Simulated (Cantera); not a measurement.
Input (Python, Cantera) and output of one run.

```python
import numpy as np
import cantera as ct

gas_names = """
    OH NbO2 H2O
""".split()
cond_names = """
    Nb(cr) Nb(L)
""".split()


# ... load() reads the species with a 1 bar reference pressure and builds the phases ...
species = {s.name: s for s in load("nasa_gas.yaml", gas_names) + load("nasa_condensed.yaml", cond_names)}
# Each term lists the table entries of one substance; the one whose range holds T is used.
reactions = {
    'Nb + 4 OH(g) = NbO2(g) + 2 H2O(g)':
        [(-1, ['Nb(cr)', 'Nb(L)']), (-4, ['OH']), (1, ['NbO2']), (2, ['H2O'])],
}


def pick(names, T):
    return next(species[n] for n in names if species[n].thermo.min_temp <= T <= species[n].thermo.max_temp)


results = []
for label, terms in reactions.items():
    print(label)
    print("     T/K   dH/kJ  dS/(J/K)   dG/kJ   log10 K")
    for T in [300, 1200, 1300, 1400, 1500, 1600, 1700, 1800, 1900, 2000, 2100]:
        used = [(nu, pick(names, T)) for nu, names in terms]
        dH = sum(nu * s.thermo.h(T) for nu, s in used) / 1e6
        dS = sum(nu * s.thermo.s(T) for nu, s in used) / 1e3
        dG = dH - T * dS / 1e3
        logK = -dG * 1e6 / (ct.gas_constant * T * np.log(10))
        results.append((label, T, dH, dS, dG, logK, [s.name for _, s in used]))
        print(f"{T:8g} {dH:8.1f} {dS:8.1f} {dG:8.1f} {logK:8.2f}")
```

It prints:

```
Nb + 4 OH(g) = NbO2(g) + 2 H2O(g)
     T/K   dH/kJ  dS/(J/K)   dG/kJ   log10 K
     300   -841.1   -121.0   -804.8   140.12
    1200   -857.2   -149.5   -677.9    29.51
    1300   -858.3   -150.3   -662.9    26.64
    1400   -859.4   -151.1   -647.8    24.17
    1500   -860.5   -151.9   -632.7    22.03
    1600   -861.5   -152.5   -617.5    20.16
    1700   -862.6   -153.2   -602.2    18.50
    1800   -863.6   -153.8   -586.8    17.03
    1900   -864.7   -154.4   -571.4    15.71
    2000   -865.8   -154.9   -556.0    14.52
    2100   -866.9   -155.5   -540.4    13.44
```

Source: NASA polynomial tables (part measured, part estimated), evaluated in Cantera. Condensed species are held in their standard states even where they would react or evaporate.
